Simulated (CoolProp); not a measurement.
Values from CoolProp's reference Helmholtz-energy equation of state, Penoncello 2003.

Problem. For CHF3 (R23), give the phase and the cp (kJ/(kg K)), speed of sound (m/s), conductivity (mW/(m K)), Prandtl number at 475 K and 0.435 MPa; 475 K and 1.24 MPa.

Solution. 
- 475 K and 0.435 MPa: gas; cp 0.969, speed of sound 253, conductivity 23.4, Prandtl number 0.935
- 475 K and 1.24 MPa: gas; cp 0.982, speed of sound 252, conductivity 24.3, Prandtl number 0.916

Viscosity comes from a separate model (Shan 2000). Thermal conductivity comes from a separate model (Shan 2000).
